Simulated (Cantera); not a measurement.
Gas mixture: 100 % CH3OH, at 19.5 Torr, frozen composition.

Cantera's kinetic-theory transport with the Lennard-Jones parameters of GRI-Mech 3.0, ideal gas; thermal conductivity in the mixture-averaged form. Polar gases are described roughly by these parameters. The composition is frozen, though it would react at the higher temperatures.

D: mixture-averaged diffusion coefficient of that species in the mixture.

| T (K) | ρ (kg/m³) | cp (J/kg/K) | μ (µPa s) | λ (mW/m/K) | Pr | D (cm²/s) H2 | D (cm²/s) CH3 | D (cm²/s) H |
|---|---|---|---|---|---|---|---|---|
| 400 | 0.0250 | 1604 | 13.1 | 28.2 | 0.745 | 41.2 | ___ | 61.0 |
| 550 | 0.0182 | 1983 | 18.1 | 48.2 | 0.744 | 71.9 | ___ | 111 |
| 700 | 0.0143 | 2314 | 22.8 | 70.5 | 0.748 | 109 | ___ | 171 |
| 850 | 0.0118 | 2568 | 27.2 | 93.6 | 0.746 | 151 | ___ | 242 |
| 1000 | 0.0100 | 2798 | 31.3 | 117 | 0.751 | 199 | ___ | 321 |
| 1150 | 0.00871 | 2978 | 35.2 | 139 | 0.751 | 251 | ___ | 409 |

Fill in the missing entries.


- 400, D (cm²/s) CH3: 11.0
- 550, D (cm²/s) CH3: 20.0
- 700, D (cm²/s) CH3: 30.9
- 850, D (cm²/s) CH3: 43.7
- 1000, D (cm²/s) CH3: 58.0
- 1150, D (cm²/s) CH3: 73.9
